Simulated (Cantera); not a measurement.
A Cantera script and its output.

```python
import numpy as np
import cantera as ct

gas = ct.Solution("h2o2.yaml")
gas.TPX = 850, 100000, {'H2': 0.54, 'O2': 1, 'N2': 0.74}
reactor = ct.IdealGasConstPressureReactor(gas, energy="off", clone=False)
net = ct.ReactorNet([reactor])
net.rtol, net.atol = 1e-08, 1e-18
show = ['H2', 'O2', 'H2O2', 'HO2', 'O']
times = np.geomspace(0.0004, 7, 10)

steps = ct.SolutionArray(gas, extra=["t"])
rows = []
print(f"{'t/s':>10s}{'T/K':>9s}{'P/Pa':>11s}" + "".join(f"{s:>11s}" for s in show))
for t in times:
    while net.time < t:
        t_next = net.step()
        steps.append(gas.state, t=t_next)
    rows.append([np.interp(t, steps.t, y) for y in (steps.T, steps.P, *steps(*show).X.T)])
    print(f"{t:10.3e}{rows[-1][0]:9.1f}{rows[-1][1]:11.4g}" + "".join(f"{x:11.3e}" for x in rows[-1][2:]))
rate = np.gradient(steps.T, steps.t)
print("integrator steps:", len(steps.t))
if steps.T.max() > steps.T[0] + 200:
    print(f"time of steepest temperature rise: {steps.t[rate.argmax()]:.4e} s")
gas.TPX = 850, 100000, {'H2': 0.54, 'O2': 1, 'N2': 0.74}
gas.equilibrate("TP")
print(f"equilibrium (TP): T = {gas.T:.1f} K  " + "  ".join(f"{s} {gas[s].X[0]:.3e}" for s in show))
```

Output:

```
       t/s      T/K       P/Pa         H2         O2       H2O2        HO2          O
 4.000e-04    850.0      1e+05  2.368e-01  4.386e-01  2.435e-12  5.691e-10  4.524e-13
 1.184e-03    850.0      1e+05  2.368e-01  4.386e-01  2.185e-11  1.697e-09  4.704e-13
 3.507e-03    850.0      1e+05  2.368e-01  4.386e-01  1.899e-10  5.082e-09  5.247e-13
 1.038e-02    850.0      1e+05  2.368e-01  4.386e-01  1.695e-09  1.551e-08  6.955e-13
 3.075e-02    850.0      1e+05  2.368e-01  4.386e-01  1.577e-08  5.062e-08  1.303e-12
 9.105e-02    850.0      1e+05  2.368e-01  4.386e-01  1.715e-07  2.081e-07  4.358e-12
 2.696e-01    850.0      1e+05  2.368e-01  4.386e-01  2.936e-06  1.127e-06  2.881e-11
 7.984e-01    850.0      1e+05  2.367e-01  4.385e-01  4.608e-05  4.150e-06  2.304e-10
 2.364e+00    850.0      1e+05  2.330e-01  4.371e-01  7.397e-04  1.586e-05  2.700e-09
 7.000e+00    850.0      1e+05  1.692e-01  4.163e-01  2.258e-03  2.789e-05  5.861e-09
integrator steps: 597
equilibrium (TP): T = 850.0 K  H2 2.059e-13  O2 3.632e-01  H2O2 4.789e-11  HO2 1.370e-10  O 4.497e-13
```

Computed with Cantera and the H2/O2 subset of GRI-Mech 3.0, which has no nitrogen chemistry. Below about 950 K walls govern HO2 and H2O2 in real vessels. The temperature is held fixed by assumption; the heat of reaction is taken as removed at once.
